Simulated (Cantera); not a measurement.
Cantera run:

```python
import numpy as np
import cantera as ct

gas_names = """
    Mg MgO MgS Mg2 O O2 O3 S SO SO2 SO3 S2 S2O S8
""".split()
cond_names = """
    Mg(cr) Mg(L) MgO(s) MgO(L) MgS(s) MgSO4(s) MgSO4(L) S(cr1) S(cr2) S(L)
""".split()


# ... load() reads the species with a 1 bar reference pressure and builds the phases ...
atoms = {
    'MgSO4': {'Mg': 1, 'S': 1, 'O': 4},
    'O2': {'O': 2},
}
top_T = {'MgS(s)': 2250}  # K; cautious upper limits of use, not melting points


# ... equilibrate(T, P, feed) seeds the gas with the atoms and calls Mixture.equilibrate('TP', solver="vcs", rtol=1e-11, max_steps=5000) ...
results = []
feed = {'MgSO4': 1, 'O2': 0.56}  # mol
P = 100000  # Pa
for T in [875, 1075, 1275, 1475, 1675, 1875, 2075]:
    mix = equilibrate(T, P, feed)
    results.append((T, P, feed, dict(zip(mix.species_names, mix.species_moles))))

top = {s: max(r[3][s] / sum(r[3][g] for g in gas_names) for r in results) for s in gas_names}
cols = sorted((s for s in top if top[s] > 0.0001), key=lambda s: -top[s])[:8]
seen = [c for c in cond_names if any(r[3].get(c, 0) > 1e-12 for r in results)]
print("log10 of partial pressures in bar; condensed amounts in mol")
print(f"{'T/K':>10s}" + "".join(f"{s[:9]:>10s}" for s in cols + seen))
for T, P, feed, n in results:
    ng = sum(n[g] for g in gas_names)
    print(f"{T:10.4g}" + "".join(f"{np.log10(max(n[s] / ng * P / 1e5, 1e-99)):10.3f}" for s in cols)
          + "".join(f"{n.get(c, 0):10.4g}" for c in seen))
```

It prints:

```
log10 of partial pressures in bar; condensed amounts in mol
       T/K        O2       SO2       SO3         O        SO    MgO(s)  MgSO4(s)
       875    -0.000    -8.362    -7.375   -11.687   -22.337 2.606e-08         1
      1075    -0.000    -4.186    -4.285    -8.882   -14.801 6.557e-05    0.9999
      1275    -0.022    -1.357    -2.205    -6.963    -9.656   0.03031    0.9697
      1475    -0.292    -0.324    -1.841    -5.688    -6.811         1         0
      1675    -0.290    -0.318    -2.236    -4.611    -5.529         1         0
      1875    -0.289    -0.316    -2.548    -3.763    -4.524         1         0
      2075    -0.289    -0.315    -2.799    -3.078    -3.714         1         0
```

Method: chemical equilibrium by Gibbs-energy minimisation in Cantera with the NASA 1993 tables (ideal gas, pure condensed phases). Mutual solubility and eutectic melting of coexisting phases are not modelled.
